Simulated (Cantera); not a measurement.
## Moist CO burnout

A perfectly stirred reactor is fed with CO : O₂ : H₂O : N₂ = 0.014 : 0.0063 : 0.0005 : 1 (molar parts), equivalence ratio 1.1, at 8.60 bar; it is held at 975 K, and followed from long to short residence time.

Detailed kinetics in Cantera: GRI-Mech 3.0 (53 species, 325 reactions).

```tsv
τ (s)	x CO	x O₂	x H₂O	x H₂O₂	x O	x N₂O	x NO₂
4.2	0.0128	0.00571	0.000490	3.32e-9	1.42e-9	3.15e-8	7.70e-12
0.95	0.0136	0.00609	0.000490	1.82e-9	1.08e-9	5.60e-9	<1e-12
0.22	0.0137	0.00617	0.000490	4.55e-11	2.36e-10	2.85e-10	<1e-12
0.050	0.0137	0.00617	0.000490	<1e-12	9.13e-11	2.49e-11	<1e-12
0.012	0.0137	0.00617	0.000490	<1e-12	7.83e-11	5.11e-12	<1e-12
0.0026	0.0137	0.00617	0.000490	<1e-12	7.20e-11	1.02e-12	<1e-12
0.00061	0.0137	0.00617	0.000490	<1e-12	5.93e-11	<1e-12	<1e-12
0.00014	0.0137	0.00617	0.000490	<1e-12	3.38e-11	<1e-12	<1e-12
```
x: mole fraction; the columns are a selection and need not sum to one.
